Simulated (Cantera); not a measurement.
Cantera run:

```python
import numpy as np
import cantera as ct

gas_names = """
    C CH CH2 CH3 CH2OH CH3O CH4 CH3OH CN CO CO2 COOH C2 C2H CHCO,ketyl C2H2,acetylene C2H2,vinylidene
    CH2CO,ketene C2H3,vinyl CH3CN CH3CO,acetyl C2H4 C2H4O,ethylen CH3CHO,ethanal CH3COOH (HCOOH)2 C2H5
    C2H6 CH3OCH3 C2H5OH CCN CNC C2N2 C2O C3 C3H3,propargyl C3H4,allene C3H4,propyne C3H4,cyclo-
    C3H5,allyl C3H6,propylene C3H6,cyclo- C3H6O C3H7,n-propyl C3H7,i-propyl C3H8 C3H8O,1propanol
    C3H8O,2propanol C3O2 C4 C4H2 C4H4,1,3-cyclo- C4H6,butadiene C4H6,2-butyne C4H6,cyclo- C4H8,1-butene
    C4H8,cis2-buten C4H8,tr2-butene C4H8,isobutene C4H8,cyclo- (CH3COOH)2 C4H9,n-butyl C4H9,i-butyl
    C4H9,s-butyl C4H9,t-butyl C4H10,isobutane C4H10,n-butane C4N2 C5 C5H6,1,3cyclo- C5H8,cyclo-
    C5H10,1-pentene C5H10,cyclo- C5H11,pentyl C5H11,t-pentyl C5H12,n-pentane C5H12,i-pentane
    CH3C(CH3)2CH3 C6H2 C6H5,phenyl C6H5O,phenoxy C6H6 C6H5OH,phenol C6H10,cyclo- C6H12,1-hexene
    C6H12,cyclo- C6H13,n-hexyl C7H7,benzyl C7H8 C7H8O,cresol C7H14,1-heptene C7H15,n-heptyl
    C7H16,n-heptane C8H8,styrene C8H10,ethylbenz C8H16,1-octene C8H17,n-octyl C8H18,isooctane
    C8H18,n-octane C9H19,n-nonyl C10H8,naphthale C10H21,n-decyl C12H9,o-bipheny C12H10,bipheny H HCN HCO
    HCCN HNC HNCO HNO HNO2 HNO3 HO2 H2 HCHO,formaldehy HCOOH H2O H2O2 N NCO NH NH2 NH3 NH2OH NO NO2 NO3
    N2 N2H2 N2H4 N2O O OH O2 O3
""".split()
cond_names = """
    C(gr) C6H6(L) C7H8(L) C8H18(L),n-octa H2O(s) H2O(L)
""".split()


def load(file, names, dense=False):
    # The tables refer to 1 bar. Condensed volumes are neglected.
    table = {s.name: s for s in ct.Species.list_from_file(file)}
    out = []
    for n in names:
        d = dict(table[n].input_data)
        d["thermo"] = dict(d["thermo"], **{"reference-pressure": 1e5})
        if dense:
            d["equation-of-state"] = {"model": "constant-volume", "density": "1e6 g/cm^3"}
        out.append(ct.Species.from_dict(d))
    return out


gas = ct.Solution(thermo="ideal-gas", species=load("nasa_gas.yaml", gas_names))
cond = {s.name: ct.Solution(thermo="fixed-stoichiometry", species=[s], name=s.name)
        for s in load("nasa_condensed.yaml", cond_names, dense=True)}
atoms = {
    'C2H5OH': {'C': 2, 'H': 6, 'O': 1},
    'NH3': {'N': 1, 'H': 3},
    'H2': {'H': 2},
    'O2': {'O': 2},
}
top_T = {'C(gr)': 4500}  # K; cautious upper limits of use, not melting points


def equilibrate(T, P, feed):
    n = {}
    for name, mol in feed.items():
        for a, k in atoms[name].items():
            n[a] = n.get(a, 0.0) + k * mol
    gas.TPX = T, P, n
    mass = sum(n.values()) * gas.mean_molecular_weight
    gas.equilibrate("TP")
    valid = [c for c in cond.values() if c.min_temp <= T <= top_T.get(c.name, c.max_temp)]
    mix = ct.Mixture([(gas, mass / gas.mean_molecular_weight)] + [(c, 0.0) for c in valid])
    mix.T, mix.P = T, P
    mix.equilibrate("TP", solver="vcs", rtol=1e-11, max_steps=5000)
    return mix


results = []
feed = {'C2H5OH': 1, 'NH3': 0.71, 'H2': 1, 'O2': 1.6}  # mol
P = 2900  # Pa
for T in [598, 698, 798, 898, 998, 1098, 1198, 1298, 1398, 1498, 1598, 1698, 1798, 1898]:
    mix = equilibrate(T, P, feed)
    results.append((T, P, feed, dict(zip(mix.species_names, mix.species_moles))))
    x = sorted(zip(gas.X, gas.species_names), reverse=True)
    print(f"T = {T:g} K  P = {P:g} Pa  gas = {mix.phase_moles(0):.4g} mol")
    print("   x: " + "  ".join(f"{s} {v:.3e}" for v, s in x if v > 1e-06))
    print("   condensed (mol): " + ("  ".join(f"{mix.phase(i).name} {mix.phase_moles(i):.4g}"
          for i in range(1, mix.n_phases) if mix.phase_moles(i) > 1e-12) or "none"))
```

Result:

```
T = 598 K  P = 2900 Pa  gas = 5.603 mol
   x: H2O 4.159e-01  H2 2.166e-01  CO2 1.654e-01  CH4 1.357e-01  N2 6.335e-02  CO 2.968e-03  NH3 3.169e-05
   condensed (mol): C(gr) 0.2965
T = 698 K  P = 2900 Pa  gas = 6.571 mol
   x: H2 4.436e-01  H2O 2.259e-01  CO2 1.874e-01  N2 5.402e-02  CH4 5.062e-02  CO 3.837e-02  NH3 1.915e-05
   condensed (mol): C(gr) 0.1836
T = 798 K  P = 2900 Pa  gas = 7.371 mol
   x: H2 5.273e-01  H2O 1.532e-01  CO2 1.485e-01  CO 1.195e-01  N2 4.816e-02  CH4 3.290e-03  NH3 7.435e-06
   condensed (mol): none
T = 898 K  P = 2900 Pa  gas = 7.419 mol
   x: H2 5.064e-01  H2O 1.761e-01  CO 1.490e-01  CO2 1.205e-01  N2 4.785e-02  CH4 7.484e-05  NH3 2.815e-06
   condensed (mol): none
T = 998 K  P = 2900 Pa  gas = 7.42 mol
   x: H2 4.858e-01  H2O 1.969e-01  CO 1.699e-01  CO2 9.965e-02  N2 4.784e-02  CH4 3.315e-06  NH3 1.267e-06
   condensed (mol): none
T = 1098 K  P = 2900 Pa  gas = 7.42 mol
   x: H2 4.698e-01  H2O 2.128e-01  CO 1.859e-01  CO2 8.366e-02  N2 4.784e-02
   condensed (mol): none
T = 1198 K  P = 2900 Pa  gas = 7.42 mol
   x: H2 4.575e-01  H2O 2.251e-01  CO 1.981e-01  CO2 7.139e-02  N2 4.784e-02
   condensed (mol): none
T = 1298 K  P = 2900 Pa  gas = 7.42 mol
   x: H2 4.481e-01  H2O 2.346e-01  CO 2.076e-01  CO2 6.194e-02  N2 4.784e-02  H 4.212e-06
   condensed (mol): none
T = 1398 K  P = 2900 Pa  gas = 7.42 mol
   x: H2 4.407e-01  H2O 2.419e-01  CO 2.150e-01  CO2 5.457e-02  N2 4.784e-02  H 1.845e-05
   condensed (mol): none
T = 1498 K  P = 2900 Pa  gas = 7.42 mol
   x: H2 4.348e-01  H2O 2.477e-01  CO 2.208e-01  CO2 4.876e-02  N2 4.784e-02  H 6.654e-05  OH 1.075e-06
   condensed (mol): none
T = 1598 K  P = 2900 Pa  gas = 7.421 mol
   x: H2 4.301e-01  H2O 2.523e-01  CO 2.254e-01  N2 4.784e-02  CO2 4.412e-02  H 2.050e-04  OH 4.682e-06
   condensed (mol): none
T = 1698 K  P = 2900 Pa  gas = 7.422 mol
   x: H2 4.261e-01  H2O 2.560e-01  CO 2.291e-01  N2 4.783e-02  CO2 4.037e-02  H 5.543e-04  OH 1.712e-05
   condensed (mol): none
T = 1798 K  P = 2900 Pa  gas = 7.425 mol
   x: H2 4.225e-01  H2O 2.589e-01  CO 2.320e-01  N2 4.781e-02  CO2 3.730e-02  H 1.344e-03  OH 5.414e-05
   condensed (mol): none
T = 1898 K  P = 2900 Pa  gas = 7.432 mol
   x: H2 4.189e-01  H2O 2.611e-01  CO 2.344e-01  N2 4.777e-02  CO2 3.477e-02  H 2.971e-03  OH 1.515e-04  NO 1.436e-06
   condensed (mol): none
```

Equilibrium computed with Cantera from the NASA thermochemical tables; the gas is ideal and each condensed phase is pure.
